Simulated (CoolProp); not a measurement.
Aqueous magnesium chloride as a coolant, at -7 °C, 1 atm.

Values from CoolProp's Melinder's fits for secondary coolants.

```tsv
mass %	freezing point (°C)	conductivity (W/(m K))	viscosity (mPa s)	Prandtl number	cp (kJ/(kg K))
11.7	-10.9	0.523	4.00	26.5	3.461
14.2	-15.2	0.517	4.49	28.9	3.323
16.6	-20.1	0.511	4.93	30.9	3.198
19	-25.9	0.505	5.69	34.7	3.081
21.4	-33.2	0.497	8.15	48.8	2.973
23.8	-43.4	0.485	19.6	116	2.875
```
